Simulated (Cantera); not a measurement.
An isothermal, constant-pressure homogeneous reactor starts with NO : N2 = 1 : 0.58 (molar parts), at 1600 K and 0.799 atm. Integrator tolerance rtol = 1e-08.

Detailed kinetics in Cantera: GRI-Mech 3.0 (53 species, 325 reactions).

### Question
What does this change do: N2 0.58 to 0.18 parts?

### Answer
```tsv
quantity	before	after
x(NO) at 7.00 s	0.516 (gas-phase equilibrium 0.00222)	0.651 (gas-phase equilibrium 0.00236)
x(NO2) at 7.00 s	0.000995 (gas-phase equilibrium 9.82e-6)	0.00162 (gas-phase equilibrium 1.21e-5)
x(N2O) at 7.00 s	9.50e-5 (gas-phase equilibrium 1.11e-7)	0.000150 (gas-phase equilibrium 1.08e-7)
x(O) at 7.00 s	4.07e-6 (gas-phase equilibrium 9.11e-6)	5.24e-6 (gas-phase equilibrium 1.05e-5)
x(N2) at 7.00 s	0.425 (gas-phase equilibrium 0.682)	0.250 (gas-phase equilibrium 0.575)
x(O2) at 7.00 s	0.0575 (gas-phase equilibrium 0.315)	0.0970 (gas-phase equilibrium 0.423)
```

### Question
What does this change do: pressure from 0.799 atm to 0.0523 atm?

### Answer
| quantity | before | after |
|---|---|---|
| x(NO) at 7.00 s | 0.516 (gas-phase equilibrium 0.00222) | 0.624 (gas-phase equilibrium 0.00222) |
| x(NO2) at 7.00 s | 0.000995 (gas-phase equilibrium 9.82e-6) | 0.000102 (gas-phase equilibrium 2.51e-6) |
| x(N2O) at 7.00 s | 9.50e-5 (gas-phase equilibrium 1.11e-7) | 0.000132 (gas-phase equilibrium 2.84e-8) |
| x(O) at 7.00 s | 4.07e-6 (gas-phase equilibrium 9.11e-6) | 7.08e-6 (gas-phase equilibrium 3.56e-5) |
| x(N2) at 7.00 s | 0.425 (gas-phase equilibrium 0.682) | 0.372 (gas-phase equilibrium 0.682) |
| x(O2) at 7.00 s | 0.0575 (gas-phase equilibrium 0.315) | 0.00454 (gas-phase equilibrium 0.315) |
